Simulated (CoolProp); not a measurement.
Vapour-liquid equilibrium of CH2F2 (R32) (1) + n-butane (2) at 0.751 MPa; x and y are mole fractions of (1).

The numbers come from the multi-fluid Helmholtz-energy mixture model, Tillner-Roth 1997 and Bücker 2006; pair parameters Bell 2016 in CoolProp.

Question: Give the bubble temperature and the first vapour's composition at x = 0.5, 0.65, 0.8. Is there an azeotrope?

Answer: x = 0.5: -0.8 °C, y = 0.871; x = 0.65: -1.2 °C, y = 0.875; x = 0.8: -1.9 °C, y = 0.890. No azeotrope shows between x = 0.05 and 0.95.

The pair parameters rest on a limited set of measurements; away from them the model extrapolates. With so large a gap from Raoult's law the liquid may split in two, which this calculation doesn't test in full.
